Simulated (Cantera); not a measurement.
# Thermodynamics of boron, boron nitride and boron oxide, feed borazine + O₂ + N₂

Input: 1 mol borazine, 1.3 mol O₂, 0.15 mol N₂, equilibrated at 1250 K and 1.00 bar.

Method: chemical equilibrium by Gibbs-energy minimisation in Cantera with the NASA 1993 tables (ideal gas, pure condensed phases). Candidate condensed phases: B, BN, B₂O₃, B₃O₃H₃, H₂O; 39 gas species. The feed counts by its element totals alone. Mutual solubility and eutectic melting of coexisting phases are not modelled. Gases not in the tables: H₃BO₃. Kinetics and transport are ignored.

x(H₂): 0.744
x(N₂): 0.252
x(H₂O): 0.00409
x(HBO₂): 0.000105
x(NH₃): 4.92e-5
x((HBO₂)₃): 2.55e-6
x(HBO): 1.61e-6
n(BN(s)): 1.28 mol
n(B₂O₃(l)): 0.861 mol
gas amount: 4.011 mol
log10 activity of B(s) (absent): -5.57
log10 activity of B₃O₃H₃(s) (absent): -11.82
